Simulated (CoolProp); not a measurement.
50 sccm (0 °C, 1 atm) of nitrogen bubbles through liquid n-pentane at 281.5 K and leaves saturated at a total pressure of 0.15 MPa (ideal gas phase). Each further row changes one setting.

Computed with CoolProp (reference Helmholtz-energy equation of state, Thol 2019).

| case | vapour pressure (kPa) | mole fraction of vapour | delivery (mg/min) | delivery (sccm) | change of delivery for a bath 1 K warmer (%) |
|---|---|---|---|---|---|
| as stated | 35.3 | 0.235 | 49.5 | 15.4 | 5.7 |
| bath temperature 286.5 K | 43.5 | 0.290 | 65.6 | 20.4 | 5.9 |
| total pressure 0.3 MPa | 35.3 | 0.118 | 21.5 | 6.67 | 4.9 |
